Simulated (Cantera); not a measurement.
Ammonia decomposition in nitride growth gas

An isothermal, constant-pressure homogeneous reactor starts with NH3 : N2 = 1 : 2.8 (molar parts), at 2025 K and 0.160 bar.

Computed with Cantera and the gas-phase N/H chemistry of the illustrative SiF4/NH3 mechanism in the Surface Chemkin manual (1991). Walls and surfaces, which speed up NH3 decomposition in real reactors, are not modelled.

```tsv
t (s)	x NH3	x N	x NH2	x H2	x N2H4	x NH	x N2H2
4.00e-5	0.263	1.44e-11	4.61e-5	2.28e-5	1.26e-10	2.23e-8	2.88e-9
0.000111	0.263	3.77e-10	0.000128	6.49e-5	9.89e-10	2.39e-7	2.77e-8
0.000308	0.263	4.52e-9	0.000346	0.000199	7.24e-9	1.75e-6	2.62e-7
0.000854	0.262	2.15e-8	0.000748	0.000871	3.39e-8	5.58e-6	1.42e-6
0.00237	0.259	7.43e-8	0.000875	0.00399	4.64e-8	8.04e-6	2.13e-6
0.00658	0.252	2.14e-7	0.000800	0.0130	3.88e-8	9.75e-6	2.04e-6
0.0182	0.232	5.18e-7	0.000686	0.0364	2.85e-8	1.19e-5	1.82e-6
0.0506	0.186	8.87e-7	0.000543	0.0905	1.79e-8	1.29e-5	1.36e-6
0.140	0.106	1.12e-6	0.000354	0.186	7.58e-9	1.15e-5	6.88e-7
0.390	0.0273	1.16e-6	0.000137	0.280	1.13e-9	7.26e-6	1.42e-7
1.08	0.000699	1.03e-6	1.12e-5	0.311	7.55e-12	1.96e-6	2.43e-9
3.00	1.43e-5	8.57e-8	3.64e-7	0.311	<1e-12	1.02e-7	3.80e-12
```
x: mole fraction; the columns are a selection and need not sum to one.

Equilibrium at this temperature and pressure: NH3 4.41e-7, N 2.66e-9, NH2 1.13e-8, H2 0.311, N2H4 <1e-12, NH 3.15e-9, N2H2 <1e-12 (gas phase only).
